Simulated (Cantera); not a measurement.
## Ti + CH4 (titanium nitride, carbide and oxide coatings)

Charge: 1 mol Ti, a varied amount of CH4, held at 1075 K and 10.0 mbar.

These are equilibrium values from Cantera (NASA tables, ideal gas, pure condensed phases), not measurements of a reactor. Candidate condensed phases: C, C6H6, C7H8, C8H18, Ti, TiC; 77 gas species. Mutual solubility and eutectic melting of coexisting phases are not modelled. TiC: taken at fixed stoichiometry. Condensed phases not in the tables: N, O or C dissolved in the metal. The numbers say what is thermodynamically allowed, not how fast it happens.

```csv
n(CH4) (mol),x H2,x CH4,x H,x C2H4,n Ti(α),n TiC(s),n C(graphite)
0.15,1.00,1.99e-12,1.47e-7,<1e-12,0.850,0.150,0
0.19,1.00,1.99e-12,1.47e-7,<1e-12,0.810,0.190,0
0.24,1.00,1.99e-12,1.47e-7,<1e-12,0.760,0.240,0
0.29,1.00,1.99e-12,1.47e-7,<1e-12,0.710,0.290,0
0.36,1.00,1.99e-12,1.47e-7,<1e-12,0.640,0.360,0
0.45,1.00,1.99e-12,1.47e-7,<1e-12,0.550,0.450,0
0.56,1.00,1.99e-12,1.47e-7,<1e-12,0.440,0.560,0
0.69,1.00,1.99e-12,1.47e-7,<1e-12,0.310,0.690,0
0.86,1.00,1.99e-12,1.47e-7,<1e-12,0.140,0.860,0
1.1,1.000,0.000451,1.47e-7,8.12e-9,0,1.00,0.0990
1.3,1.000,0.000451,1.47e-7,8.12e-9,0,1.00,0.299
1.7,1.000,0.000451,1.47e-7,8.12e-9,0,1.00,0.698
2.1,1.000,0.000451,1.47e-7,8.12e-9,0,1.00,1.10
```
x: gas mole fraction; n: condensed amount in mol.

From 0.15 mol CH4 to 0.86 mol CH4 the condensed part is Ti(α) + TiC(s). From 1.1 mol CH4 to 2.1 mol CH4 the condensed part is C(graphite) + TiC(s).
